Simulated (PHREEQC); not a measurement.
Make-up at 75 °C: 4 mmol/kgw HF, 17 mmol/kgw Na2CO3 and 0.28 mmol/kgw LiCl. Closed to the air; pH follows from the charge balance.

The numbers come from PHREEQC with the ion-association model, phreeqc.dat.

Precipitation was switched off in this run.

**Question.** Order these C species by the share of C that they hold, largest first: HCO3-, NaCO3-, NaHCO3, CO3-2.

**Answer.** NaCO3- (47 %), HCO3- (31 %), CO3-2 (22 %), NaHCO3 (0.25 %)

The pH is 9.75 and the ionic strength 0.0300 mol/kgw. Away from 25 °C the constants follow the database's enthalpies or fits; those with neither stay at their 25 °C values.
